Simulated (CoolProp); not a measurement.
Vapour-liquid equilibrium of isohexane (1) + n-hexane (2) at 395.7 K; x and y are mole fractions of (1).

Model: multi-fluid Helmholtz-energy mixture model, Lemmon 2006 and Thol 2019; pair parameters Bell 2016, in CoolProp.

| x | bubble pressure (kPa) | y at the bubble point | dew pressure at overall composition x (kPa) | liquid density (mol/L) |
|---|---|---|---|---|
| 0.05 | 428.9 | 0.060 | 428.0 | 6.440 |
| 0.125 | 436.6 | 0.147 | 434.6 | 6.432 |
| 0.2 | 444.3 | 0.231 | 441.4 | 6.424 |
| 0.275 | 451.9 | 0.313 | 448.4 | 6.416 |
| 0.35 | 459.4 | 0.392 | 455.4 | 6.408 |
| 0.425 | 466.9 | 0.469 | 462.6 | 6.400 |
| 0.5 | 474.2 | 0.543 | 469.9 | 6.393 |
| 0.575 | 481.3 | 0.616 | 477.3 | 6.385 |
| 0.65 | 488.4 | 0.687 | 484.8 | 6.378 |
| 0.725 | 495.3 | 0.756 | 492.2 | 6.371 |
| 0.8 | 502.0 | 0.824 | 499.7 | 6.364 |
| 0.875 | 508.6 | 0.891 | 507.1 | 6.358 |
| 0.95 | 515.0 | 0.956 | 514.4 | 6.351 |

No azeotrope shows between x = 0.05 and 0.95.

The pair parameters rest on a limited set of measurements; away from them the model extrapolates.
